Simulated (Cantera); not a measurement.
A closed system holds: 1 mol SiCl₄, 1.8 mol Cl₂, 3.2 mol H₂, at 1125 K and 180 Torr.

Equilibrium computed with Cantera from the NASA thermochemical tables; the gas is ideal and each condensed phase is pure. Candidate condensed phases: Si; 19 gas species. The tables' values for SiCl₃ are old estimates; treat these amounts as uncertain. Rates play no part.

Base state: HCl 0.601, H₂ 0.232, SiCl₄ 0.165, SiHCl₃ 0.00111, SiCl₃ 0.000340 (mole fractions); condensed: gas only.

**Question.** What changes in the equilibrium state with this change: temperature from 1125 K to 848.15 K?

**Answer.** 
```
species    before     after
-------  --------  --------
HCl         0.601     0.600
H₂          0.232     0.233
SiCl₄       0.165     0.167
SiCl₃    0.000340   7.70e-7
SiHCl₃    0.00111  0.000105
```

**Question.** What changes in the equilibrium state with this change: H₂ from 3.2 to 0.86 mol?

**Answer.** 
| species | before | after |
|---|---|---|
| HCl | 0.601 | 0.469 |
| SiCl₄ | 0.165 | 0.273 |
| Cl₂ | <1e-9 | 0.256 |
| H₂ | 0.232 | <1e-9 |
| SiHCl₃ | 0.00111 | <1e-9 |
| Cl | 1.01e-7 | 0.00212 |
| SiCl₃ | 0.000340 | 2.67e-8 |
